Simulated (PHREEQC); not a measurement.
Dissolve 0.011 mol HCl, 8.5e-05 mol ZnSO4, 0.0065 mol MgCl2 and 0.0025 mol Ca(OH)2 per kg of water at 20 °C. Closed to the air; pH follows from the charge balance.

The numbers come from PHREEQC with the ion-association model, wateq4f.dat.

No solid was allowed to form.

Problem. Order these S species by the share of S that they hold, largest first: ZnSO4, MgSO4, SO4-2, HSO4-, CaSO4.

Solution. SO4-2 (56 %), MgSO4 (21 %), HSO4- (16 %), CaSO4 (7.2 %), ZnSO4 (0.29 %)

The pH is 2.28 and the ionic strength 0.0332 mol/kgw. Complexes and solids missing from the database can't appear.
